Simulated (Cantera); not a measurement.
What does this Cantera script print?

```python
import numpy as np
import cantera as ct

gas_names = """
    H HO2 H2 H2O H2O2 H2S H2SO4 Mg MgH MgO MgOH MgO2H2 MgS Mg2 O OH O2 O3 S SH SO SO2 SO3 S2 S2O S8
""".split()
cond_names = """
    H2O(s) H2O(L) H2SO4(L) Mg(cr) Mg(L) MgO(s) MgO(L) MgO2H2(s) MgS(s) MgSO4(s) MgSO4(L) S(cr1) S(cr2)
    S(L)
""".split()


def load(file, names, dense=False):
    # The tables refer to 1 bar. Condensed volumes are neglected.
    table = {s.name: s for s in ct.Species.list_from_file(file)}
    out = []
    for n in names:
        d = dict(table[n].input_data)
        d["thermo"] = dict(d["thermo"], **{"reference-pressure": 1e5})
        if dense:
            d["equation-of-state"] = {"model": "constant-volume", "density": "1e6 g/cm^3"}
        out.append(ct.Species.from_dict(d))
    return out


gas = ct.Solution(thermo="ideal-gas", species=load("nasa_gas.yaml", gas_names))
cond = {s.name: ct.Solution(thermo="fixed-stoichiometry", species=[s], name=s.name)
        for s in load("nasa_condensed.yaml", cond_names, dense=True)}
atoms = {
    'MgO': {'Mg': 1, 'O': 1},
    'SO3': {'S': 1, 'O': 3},
    'H2O': {'H': 2, 'O': 1},
}
top_T = {'MgS(s)': 2250}  # K; cautious upper limits of use, not melting points


def equilibrate(T, P, feed):
    n = {}
    for name, mol in feed.items():
        for a, k in atoms[name].items():
            n[a] = n.get(a, 0.0) + k * mol
    gas.TPX = T, P, n
    mass = sum(n.values()) * gas.mean_molecular_weight
    gas.equilibrate("TP")
    valid = [c for c in cond.values() if c.min_temp <= T <= top_T.get(c.name, c.max_temp)]
    mix = ct.Mixture([(gas, mass / gas.mean_molecular_weight)] + [(c, 0.0) for c in valid])
    mix.T, mix.P = T, P
    mix.equilibrate("TP", solver="vcs", rtol=1e-11, max_steps=5000)
    return mix


results = []
feed = {'MgO': 1, 'SO3': 1.3, 'H2O': 6.6}  # mol
T = 1100  # K
P = 100000  # Pa
mix = equilibrate(T, P, feed)
results.append((T, P, feed, dict(zip(mix.species_names, mix.species_moles))))
print(gas.report(threshold=1e-05))
for i in range(1, mix.n_phases):
    print(f"{mix.phase(i).name:16s} {mix.phase_moles(i):12.5e} mol")
```

Output:

```
       temperature   1100 K
          pressure   1e+05 Pa
           density   0.22203 kg/m^3
  mean mol. weight   20.307 kg/kmol
   phase of matter   gas

                          1 kg             1 kmol
                     ---------------   ---------------
          enthalpy       -1.0301e+07       -2.0918e+08  J
   internal energy       -1.0752e+07       -2.1833e+08  J
           entropy             11945        2.4257e+05  J/K
    Gibbs function       -2.3441e+07       -4.7601e+08  J
 heat capacity c_p            2123.4             43118  J/K
 heat capacity c_v            1713.9             34804  J/K

                      mass frac. Y      mole frac. X     chem. pot. / RT
                     ---------------   ---------------   ---------------
               H2O           0.83194           0.93777           -51.676
                O2          0.030888          0.019602           -30.765
               SO2           0.12367          0.039205           -68.733
               SO3          0.013468         0.0034163           -84.116
     [  +22 minor]        2.6038e-05        6.3537e-06

Mg(L)             0.00000e+00 mol
MgO(s)            0.00000e+00 mol
MgS(s)            0.00000e+00 mol
MgSO4(s)          1.00000e+00 mol
S(L)              0.00000e+00 mol
```

Equilibrium computed with Cantera from the NASA thermochemical tables; the gas is ideal and each condensed phase is pure.
